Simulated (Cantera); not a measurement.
# Low-pressure radical oxidation in H2/O2

An isothermal, constant-pressure homogeneous reactor starts with H₂ : O₂ : N₂ = 0.38 : 1 : 1.4 (molar parts), at 998 K and 0.00750 bar.

Computed with Cantera and the H2/O2 subset of GRI-Mech 3.0, which has no nitrogen chemistry. Radical loss at walls, strong at low pressure, is not modelled. The temperature is held fixed by assumption; the heat of reaction is taken as removed at once.

```json
[
 {"t (s)": "5.00e-5", "x H₂": "0.137", "x O₂": "0.360", "x OH": "<1e-12", "x HO₂": "1.27e-11", "x H": "1.23e-11", "x O": "<1e-12", "x H₂O": "<1e-12"},
 {"t (s)": "0.000132", "x H₂": "0.137", "x O₂": "0.360", "x OH": "2.05e-12", "x HO₂": "3.36e-11", "x H": "3.22e-11", "x O": "2.98e-12", "x H₂O": "1.63e-12"},
 {"t (s)": "0.000349", "x H₂": "0.137", "x O₂": "0.360", "x OH": "9.15e-12", "x HO₂": "8.88e-11", "x H": "9.04e-11", "x O": "1.80e-11", "x H₂O": "2.01e-11"},
 {"t (s)": "0.000920", "x H₂": "0.137", "x O₂": "0.360", "x OH": "4.79e-11", "x HO₂": "2.36e-10", "x H": "3.68e-10", "x O": "1.17e-10", "x H₂O": "2.53e-10"},
 {"t (s)": "0.00243", "x H₂": "0.137", "x O₂": "0.360", "x OH": "7.49e-10", "x HO₂": "6.60e-10", "x H": "5.31e-9", "x O": "1.95e-9", "x H₂O": "6.68e-9"},
 {"t (s)": "0.00642", "x H₂": "0.137", "x O₂": "0.360", "x OH": "5.36e-7", "x HO₂": "3.46e-8", "x H": "3.78e-6", "x O": "1.40e-6", "x H₂O": "5.22e-6"},
 {"t (s)": "0.0169", "x H₂": "0.0110", "x O₂": "0.301", "x OH": "0.00301", "x HO₂": "2.78e-6", "x H": "0.0595", "x O": "0.0230", "x H₂O": "0.0953"},
 {"t (s)": "0.0447", "x H₂": "0.00459", "x O₂": "0.304", "x OH": "0.00213", "x HO₂": "3.06e-6", "x H": "0.0275", "x O": "0.0155", "x H₂O": "0.123"},
 {"t (s)": "0.118", "x H₂": "0.00131", "x O₂": "0.310", "x OH": "0.00110", "x HO₂": "2.94e-6", "x H": "0.00364", "x O": "0.00406", "x H₂O": "0.142"},
 {"t (s)": "0.312", "x H₂": "0.000141", "x O₂": "0.312", "x OH": "0.000334", "x HO₂": "1.61e-6", "x H": "0.000113", "x O": "0.000418", "x H₂O": "0.146"},
 {"t (s)": "0.823", "x H₂": "1.39e-5", "x O₂": "0.313", "x OH": "0.000106", "x HO₂": "4.04e-7", "x H": "3.59e-6", "x O": "4.23e-5", "x H₂O": "0.147"},
 {"t (s)": "2.17", "x H₂": "2.08e-6", "x O₂": "0.313", "x OH": "4.26e-5", "x HO₂": "8.71e-8", "x H": "2.33e-7", "x O": "6.81e-6", "x H₂O": "0.147"},
 {"t (s)": "5.74", "x H₂": "4.49e-7", "x O₂": "0.313", "x OH": "2.05e-5", "x HO₂": "2.24e-8", "x H": "2.57e-8", "x O": "1.57e-6", "x H₂O": "0.147"},
 {"t (s)": "15.1", "x H₂": "1.22e-7", "x O₂": "0.313", "x OH": "1.09e-5", "x HO₂": "6.74e-9", "x H": "3.88e-9", "x O": "4.46e-7", "x H₂O": "0.147"},
 {"t (s)": "40.0", "x H₂": "3.78e-8", "x O₂": "0.313", "x OH": "6.14e-6", "x HO₂": "2.25e-9", "x H": "6.96e-10", "x O": "1.42e-7", "x H₂O": "0.147"}
]
```
x: mole fraction; the columns are a selection and need not sum to one.

Equilibrium at this temperature and pressure: H₂ 2.51e-10, O₂ 0.313, OH 5.04e-7, HO₂ 4.33e-10, H <1e-12, O 9.62e-10, H₂O 0.147 (gas phase only).
